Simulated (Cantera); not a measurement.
An isothermal, constant-pressure homogeneous reactor starts with 26.1 % H2, 14.5 % O2, 59.4 % N2, equivalence ratio 0.90, at 1098 K and 0.132 atm.

Cantera simulation using the H2/O2 subset of GRI-Mech 3.0, which has no nitrogen chemistry; the numbers are that mechanism's predictions, not measurements. The temperature is held fixed by assumption; the heat of reaction is taken as removed at once.

x: mole fraction; the columns are a selection and need not sum to one.

```csv
t (s),x H2,x O2,x H2O,x HO2,x OH,x H,x H2O2
0.000300,0.261,0.145,1.29e-5,5.40e-7,5.98e-7,1.10e-5,(withheld)
0.000784,0.0400,0.0511,0.186,1.10e-5,0.00358,0.0886,(withheld)
0.00205,0.0133,0.0250,0.274,6.83e-6,0.00157,0.0133,(withheld)
0.00536,0.00349,0.0184,0.295,4.87e-6,0.000629,0.00133,(withheld)
0.0140,0.000657,0.0169,0.299,3.15e-6,0.000233,8.83e-5,(withheld)
0.0366,0.000103,0.0167,0.300,1.10e-6,8.82e-5,5.21e-6,(withheld)
0.0958,1.56e-5,0.0167,0.300,2.26e-7,3.67e-5,3.39e-7,(withheld)
0.250,2.67e-6,0.0167,0.300,4.50e-8,1.70e-5,2.90e-8,(withheld)
0.655,5.99e-7,0.0167,0.300,1.11e-8,8.80e-6,3.61e-9,(withheld)
1.71,1.73e-7,0.0167,0.300,3.43e-9,4.95e-6,6.11e-10,(withheld)
4.48,5.81e-8,0.0167,0.300,1.30e-9,2.93e-6,1.25e-10,(withheld)
11.7,2.21e-8,0.0167,0.300,7.00e-10,1.81e-6,2.99e-11,3.95e-10
30.6,1.08e-8,0.0167,0.300,5.93e-10,1.22e-6,9.89e-12,1.83e-10
80.0,8.20e-9,0.0167,0.300,6.05e-10,1.02e-6,6.32e-12,1.29e-10
```

Question: Complete the blanks.

Answer: 
- 0.000300, x H2O2: 1.55e-9
- 0.000784, x H2O2: 7.96e-7
- 0.00205, x H2O2: 1.11e-6
- 0.00536, x H2O2: 1.29e-6
- 0.0140, x H2O2: 9.30e-7
- 0.0366, x H2O2: 3.52e-7
- 0.0958, x H2O2: 9.92e-8
- 0.250, x H2O2: 2.73e-8
- 0.655, x H2O2: 8.25e-9
- 1.71, x H2O2: 2.78e-9
- 4.48, x H2O2: 1.01e-9
